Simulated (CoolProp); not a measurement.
c-C4F8 (RC318) along the isobar 28.4 bar: density (kg/m³) from the reference equation and from simpler models built on Tc = 388.4 K, pc = 27.78 bar, ω = 0.355; each cubic takes its own stable root.

Computed with CoolProp (reference Helmholtz-energy equation of state, Platzer 1990). This equation is an older, rougher fit; its heat capacities, sound speeds and derivatives of the liquid may be far off and weren't checked against measurements.

```
T (K)          phase  reference
-----  -------------  ---------
301.2         liquid       1504
309.1         liquid       1472
317           liquid       1440
324.8         liquid       1406
332.7         liquid       1370
340.6         liquid       1331
348.4         liquid       1289
356.3         liquid       1242
364.2         liquid       1188
372           liquid       1124
379.9         liquid       1036
395.7  supercritical      341.3
403.5  supercritical      288.9
411.4  supercritical      259.9
```

### Question
How far does each simpler model (van der Waals, Redlich-Kwong, Soave-Redlich-Kwong, Peng-Robinson) lie from the reference over these 14 states: mean and median of the absolute difference, and the worst?

### Answer
- van der Waals: mean 28.8 %, median 36.1 %, worst -36.6 % at 301.2 K and 28.4 bar
- Redlich-Kwong: mean 11.7 %, median 12.5 %, worst -19.5 % at 379.9 K and 28.4 bar
- Soave-Redlich-Kwong: mean 7.8 %, median 7.3 %, worst -16.3 % at 379.9 K and 28.4 bar
- Peng-Robinson: mean 4.0 %, median 3.5 %, worst -6.6 % at 379.9 K and 28.4 bar
